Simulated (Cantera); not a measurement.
Source: NASA polynomial tables (part measured, part estimated), evaluated in Cantera. Values are per mole of reaction as written; species without (g) are pure solids or liquids, kept so even where they would boil at 1 bar.

6 CuF2(g) + O3(g) ⇌ 12 F(g) + 3 Cu2O

| T (K) | ΔH° (kJ) | ΔS° (J/K) | ΔG° (kJ) | log10 K | condensed phases |
|---|---|---|---|---|---|
| 300 | ___ | ___ | ___ | ___ | Cu2O(s) |
| 975 | 1973.6 | 472.7 | 1512.8 | -81.04 | Cu2O(s) |
| 1175 | 1994.8 | 492.4 | 1416.2 | -62.96 | Cu2O(s) |
| 1375 | 2018.6 | 511.1 | 1315.8 | -49.99 | Cu2O(s) |
| 1575 | 2240.0 | 657.5 | 1204.3 | -39.94 | Cu2O(l) |
| 1775 | 2268.2 | 674.4 | 1071.1 | -31.52 | Cu2O(l) |
| 1975 | 2294.8 | 688.6 | 934.7 | -24.72 | Cu2O(l) |
| 2175 | ___ | ___ | ___ | ___ | Cu2O(l) |
| 2375 | ___ | ___ | ___ | ___ | Cu2O(l) |
| 2575 | 2364.4 | 719.6 | 511.5 | -10.38 | Cu2O(l) |
| 2775 | ___ | ___ | ___ | ___ | Cu2O(l) |

Some entries are withheld; supply them.


- 300, ΔH° (kJ): 1900.7
- 300, ΔS° (J/K): 341.4
- 300, ΔG° (kJ): 1798.2
- 300, log10 K: -313.09
- 2175, ΔH° (kJ): 2319.7
- 2175, ΔS° (J/K): 700.7
- 2175, ΔG° (kJ): 795.8
- 2175, log10 K: -19.11
- 2375, ΔH° (kJ): 2342.9
- 2375, ΔS° (J/K): 710.9
- 2375, ΔG° (kJ): 654.6
- 2375, log10 K: -14.40
- 2775, ΔH° (kJ): 2384.3
- 2775, ΔS° (J/K): 727.0
- 2775, ΔG° (kJ): 366.9
- 2775, log10 K: -6.91
